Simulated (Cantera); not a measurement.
Feed: 1 mol n-butane, 0.57 mol H2O, 2 mol NH3, equilibrated at 1375 K and 0.133 bar.

Method: chemical equilibrium by Gibbs-energy minimisation in Cantera with the NASA 1993 tables (ideal gas, pure condensed phases). Candidate condensed phases: C, C6H6, C7H8, C8H18, H2O; 136 gas species. The numbers say what is thermodynamically allowed, not how fast it happens.

Base state: H2 0.845, N2 0.0986, CO 0.0562, CH4 0.000473, HCN 0.000116, H2O 2.91e-5 (mole fractions); condensed: C(graphite).

Task: What changes in the equilibrium state with this change: temperature from 1375 K to 2148.15 K?

Result: 
```csv
species,before,after
H2,0.845,0.830
N2,0.0986,0.0943
CO,0.0562,0.0559
H,8.62e-6,0.0104
HCN,0.000116,0.00710
C2H2 (acetylene),1.50e-6,0.00159
HNC,1.26e-6,0.000518
H2O,2.91e-5,4.20e-7
"C(graphite), mol",3.42,3.32
```
